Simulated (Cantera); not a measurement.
## HI + H₂ + H₂O (abatement and gas-phase synthesis)

Feed: 1 mol HI, 1.2 mol H₂, 0.72 mol H₂O, held at 3025 K and 1330 Pa.

Cantera equilibrium calculation (NASA polynomials, part measured and part estimated; ideal gas, pure solids and liquids). Candidate condensed phases: H₂O, I₂; 12 gas species. Equilibrium is a limit: real reactors are often held back by kinetics, nucleation or transport.

```yaml
x(H): 0.548
x(I): 0.185
x(H₂): 0.138
x(O): 0.0724
x(OH): 0.0298
x(H₂O): 0.0221
x(O₂): 0.00460
x(HI): 0.000817
gas_amount: 5.389 mol
log10 activity of I₂(l) (absent): -9.98
```
